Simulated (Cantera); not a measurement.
Feed: 1 mol B2H6, 0.43 mol NH3, a varied amount of H2O, equilibrated at 852 °C and 0.680 bar.

Equilibrium computed with Cantera from the NASA thermochemical tables; the gas is ideal and each condensed phase is pure. Candidate condensed phases: B, BN, B2O3, B3O3H3, H2O; 39 gas species. The feed counts by its element totals alone. Mutual solubility and eutectic melting of coexisting phases are not modelled. Gases not in the tables: H3BO3. The numbers say what is thermodynamically allowed, not how fast it happens.

Problem. Which condensed phases are stable at each of these points (n(H2O) (mol)): 2.3, 3.5, 4.7, 5.9, 7.1, 8.3, 9.4, 11, 12?

Solution. 
| n(H2O) (mol) | condensed phases | B condensed (%) |
|---|---|---|
| 2.3 | B(s) + BN(s) + B2O3(l) | 95.1 |
| 3.5 | B2O3(l) | 99.7 |
| 4.7 | B2O3(l) | 98.5 |
| 5.9 | B2O3(l) | 96.9 |
| 7.1 | B2O3(l) | 95.1 |
| 8.3 | B2O3(l) | 93.2 |
| 9.4 | B2O3(l) | 91.4 |
| 11 | B2O3(l) | 88.6 |
| 12 | B2O3(l) | 86.9 |

At 2.3 mol H2O the condensed part is B(s) + BN(s) + B2O3(l). From 3.5 mol H2O to 12 mol H2O the condensed part is B2O3(l). The share of B in condensed phases is highest at 3.5 mol H2O (99.7 %) and lowest at 12 mol H2O (86.9 %).
